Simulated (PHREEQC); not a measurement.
Consider water at 25 °C with 0.016 mol/kgw HF and 0.00053 mol/kgw CaCl2. Closed to the air; pH follows from the charge balance.

Model: ion-association model, phreeqc.dat, run in PHREEQC.

Precipitation was switched off in this run.

Question: What pH, specific conductance does the model give?

Answer: pH 2.52; specific conductance 1350 µS/cm.

Question: In which forms is F present?

Answer: HF 79 %, F- 19 %, HF2- 1.8 % of the F.

The solution is supersaturated, for example in Fluorite, so a real one may precipitate; this is no full list. Complexes and solids missing from the database can't appear.
